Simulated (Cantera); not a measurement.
Input: 1 mol borazine, 0.17 mol H2O, held at 13300 Pa.

Method: chemical equilibrium by Gibbs-energy minimisation in Cantera with the NASA 1993 tables (ideal gas, pure condensed phases). Candidate condensed phases: B, BN, B2O3, B3O3H3, H2O; 39 gas species. The feed counts by its element totals alone. Mutual solubility and eutectic melting of coexisting phases are not modelled. Gases not in the tables: H3BO3, B2H6 and higher boranes. Equilibrium is a limit: real reactors are often held back by kinetics, nucleation or transport.

Problem. Which condensed phases are stable at each of these points (T (K)): 875, 1075, 1275, 1475, 1675, 1875, 2075, 2275?

Solution. 
| T (K) | condensed phases | B condensed (%) |
|---|---|---|
| 875 | BN(s) + B2O3(l) | 100.0 |
| 1075 | BN(s) + B2O3(l) | 100.0 |
| 1275 | BN(s) + B2O3(l) | 100.0 |
| 1475 | BN(s) + B2O3(l) | 99.7 |
| 1675 | BN(s) + B2O3(l) | 96.8 |
| 1875 | BN(s) | 94.9 |
| 2075 | BN(s) | 94.4 |
| 2275 | B(s) + BN(s) | 94.1 |

From 875 K to 1675 K the condensed part is BN(s) + B2O3(l). From 1875 K to 2075 K the condensed part is BN(s). At 2275 K the condensed part is B(s) + BN(s).
